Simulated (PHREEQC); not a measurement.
Dissolve 0.14 mol/kgw TMAH and 0.00011 mol/kgw K3PO4 at 25 °C. Closed to the air; pH follows from the charge balance.

Model: ion-association model, phreeqc.dat, run in PHREEQC.

### Question
The ionic strength comes out as 0.141 mol/kgw. What activity coefficients do K+, PO4-3, OH-, HPO4-2 get?

### Answer
K+ 0.74, PO4-3 0.070, OH- 0.73, HPO4-2 0.34.

This is a speciation only: nothing precipitates in the calculation. (CH3)4N+ isn't in the database: it is added as a free cation with an ion size of 4 Å.
